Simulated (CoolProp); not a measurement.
c-C4F8 (RC318) along the isotherm 238.3 K: density (kg/m³) from the reference equation and from simpler models built on Tc = 388.4 K, pc = 2.778 MPa, ω = 0.355; each cubic takes its own stable root.

Model: reference Helmholtz-energy equation of state, Platzer 1990, in CoolProp. This equation is an older, rougher fit; its heat capacities, sound speeds and derivatives of the liquid may be far off and weren't checked against measurements.

```
p (MPa)   phase  reference  van der Waals  Redlich-Kwong  Soave-Redlich-Kwong  Peng-Robinson
-------  ------  ---------  -------------  -------------  -------------------  -------------
0.00439     gas     0.4444         0.4438         0.4441               0.4443         0.4443
0.00741     gas     0.7514         0.7499         0.7507               0.7512         0.7513
0.0125      gas      1.271          1.267          1.269                1.271          1.271
0.0211      gas      2.157          2.145          2.152                2.156          2.157
0.0356   liquid       1713          3.637          3.656                 1617           1824
0.0601   liquid       1713          6.193              …                 1617           1824
0.101    liquid       1714          10.56           1544                 1617           1824
0.171    liquid       1714          18.36              …                 1617           1825
0.289    liquid       1714              …           1546                 1618           1825
0.488    liquid       1715           1053           1547                 1619           1826
0.823    liquid       1716           1056           1550                 1620           1828
1.39     liquid       1718           1062           1554                 1623           1830
```

Q: Some entries are withheld; supply them.

A: 
- 0.0601, Redlich-Kwong: 6.249
- 0.171, Redlich-Kwong: 1545
- 0.289, van der Waals: 1051

At some of these states van der Waals, Redlich-Kwong gives the other phase, because its saturation line lies elsewhere.
